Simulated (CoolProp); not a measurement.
Model: reference Helmholtz-energy equation of state, de Reuck 1993, in CoolProp.

Give the vapour pressure (bar), liquid density (kg/m³), vapour Z of saturated methanol at 394.9, 398.6, 409.5 K.


| T (K) | p (bar) | liquid density (kg/m³) | vapour Z |
|---|---|---|---|
| 394.9 | 6.73 | 685 | 0.864 |
| 398.6 | 7.45 | 680 | 0.857 |
| 409.5 | 9.94 | 666 | 0.831 |
